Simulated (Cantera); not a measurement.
What does this Cantera script print?

```python
import numpy as np
import cantera as ct

gas = ct.Solution("gri30.yaml")
gas.TPX = 525, 100000, {'C3H8': 1, 'O2': 7.81, 'N2': 29.4}
inlet = ct.Reservoir(gas, clone=True)
gas.equilibrate("HP")  # start burning
reactor = ct.IdealGasConstPressureReactor(gas, energy="on", clone=False)
exhaust = ct.Reservoir(gas, clone=True)
tau = [0.44, 0.14, 0.044, 0.014, 0.0045, 0.0014, 0.00045, 0.00014, 4.6e-05, 1.4e-05][0]
for a, b in ((inlet, reactor), (reactor, exhaust)):
    ct.MassFlowController(a, b, mdot=lambda t: reactor.mass / tau)
net = ct.ReactorNet([reactor])
show = ['C3H8', 'O2', 'CH3', 'CO2', 'O', 'NO', 'H2']

rows = []
print(f"{'tau/s':>10s}{'T/K':>9s}" + "".join(f"{s:>11s}" for s in show))
for tau in [0.44, 0.14, 0.044, 0.014, 0.0045, 0.0014, 0.00045, 0.00014, 4.6e-05, 1.4e-05]:
    net.initial_time = 0.0
    net.advance(30 * tau)
    before = gas.X
    net.advance(40 * tau)
    drift = np.max(np.abs(gas.X - before) / (gas.X + 1e-9))
    rows.append([gas.T, *gas[show].X, drift])
    print(f"{tau:10.3e}{gas.T:9.1f}" + "".join(f"{x:11.3e}" for x in gas[show].X))
```

It prints:

```
     tau/s      T/K       C3H8         O2        CH3        CO2          O         NO         H2
 4.400e-01   1944.9  1.269e-07  7.129e-02  2.519e-07  7.606e-02  1.714e-04  2.680e-04  1.077e-04
 1.400e-01   1940.8  3.459e-07  7.137e-02  6.040e-07  7.579e-02  2.650e-04  1.429e-04  1.681e-04
 4.400e-02   1931.5  8.696e-07  7.147e-02  1.292e-06  7.516e-02  4.828e-04  8.723e-05  3.075e-04
 1.400e-02   1914.1  2.007e-06  7.174e-02  2.570e-06  7.392e-02  9.177e-04  5.495e-05  5.842e-04
 4.500e-03   1883.9  4.422e-06  7.237e-02  5.066e-06  7.170e-02  1.683e-03  3.381e-05  1.070e-03
 1.400e-03   1833.9  1.018e-05  7.375e-02  1.080e-05  6.784e-02  2.865e-03  2.097e-05  1.840e-03
 4.500e-04   1761.2  2.575e-05  7.665e-02  2.544e-05  6.146e-02  4.091e-03  1.297e-05  2.807e-03
 1.400e-04   1640.3  9.936e-05  8.492e-02  8.484e-05  4.732e-02  3.887e-03  5.150e-06  4.098e-03
 4.600e-05    525.0  2.617e-02  2.044e-01  1.195e-19  1.448e-16  6.543e-29  1.113e-20  4.659e-17
 1.400e-05    525.0  2.617e-02  2.044e-01  2.315e-22  2.795e-19  1.322e-31  2.147e-23  8.990e-20
```

Model: GRI-Mech 3.0 (53 species, 325 reactions), integrated in Cantera. GRI-Mech 3.0 was tuned for natural gas; its chemistry of propane as a main component is partial and can be far from experiment.
